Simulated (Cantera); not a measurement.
A perfectly stirred reactor is fed with NH3 : N2 = 1 : 5.7 (molar parts), at 20.0 Torr; it is held at 1898 K, and followed from long to short residence time.

Detailed kinetics in Cantera: the gas-phase N/H chemistry of the illustrative SiF4/NH3 mechanism in the Surface Chemkin manual (1991). Walls and surfaces, which speed up NH3 decomposition in real reactors, are not modelled.

```csv
quantity,before,after
x(NH3) at τ = 7.20 s,0.0343,0.0749
x(N2H4) at τ = 7.20 s,3.73e-10,1.24e-9
x(H2) at τ = 7.20 s,0.150,0.0970
x(H) at τ = 7.20 s,0.000176,5.49e-5
x(N) at τ = 7.20 s,7.80e-7,3.10e-7
x(NH3) at τ = 29.0 ms,0.147,0.149
x(N2H4) at τ = 29.0 ms,4.45e-9,1.79e-9
x(H2) at τ = 29.0 ms,0.00233,0.000285
x(H) at τ = 29.0 ms,3.06e-6,2.43e-7
x(N) at τ = 29.0 ms,3.41e-8,1.57e-9
```

Task: Which change was made?
A) pressure from 20.0 Torr to 570 Torr
B) temperature 1898 to 1773 K
C) NH3 1 to 2.7 parts
D) pressure from 20.0 Torr to 293 Torr

Result: B, temperature 1898 to 1773 K
